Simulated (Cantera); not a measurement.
A closed system holds: 1 mol Pb, 0.62 mol H2, 0.23 mol N2, equilibrated at 100000 Pa.

Equilibrium computed with Cantera from the NASA thermochemical tables; the gas is ideal and each condensed phase is pure. Candidate condensed phases: Pb; 11 gas species. Rates play no part.

log p: log10 of the partial pressure in bar; n: condensed amount in mol.

```
T (K)  log p H2  log p N2  log p NH3  log p Pb  log p H  log p Pb2  n Pb(s)  n Pb(l)
-----  --------  --------  ---------  --------  -------  ---------  -------  -------
550       -0.15     -0.58      -1.49      <-12     <-12       <-12     1.00        0
650       -0.14     -0.57      -2.22    -10.03     <-12       <-12        0     1.00
750       -0.14     -0.57      -2.78     -8.02     <-12       <-12        0     1.00
850       -0.14     -0.57      -3.22     -6.50   -10.76       <-12        0     1.00
950       -0.14     -0.57      -3.57     -5.30    -9.32     -11.14        0    1.000
1050      -0.14     -0.57          ?         ?        ?          ?        0    1.000
1150      -0.14     -0.57          ?         ?        ?          ?        0    1.000
1250      -0.14     -0.57      -4.31     -2.87    -6.38      -7.09        0    0.999
```

Q: Fill in the missing entries.

A: 
- 1050, log p NH3: -3.86
- 1050, log p Pb: -4.33
- 1050, log p H: -8.16
- 1050, log p Pb2: -9.53
- 1150, log p NH3: -4.10
- 1150, log p Pb: -3.54
- 1150, log p H: -7.20
- 1150, log p Pb2: -8.20
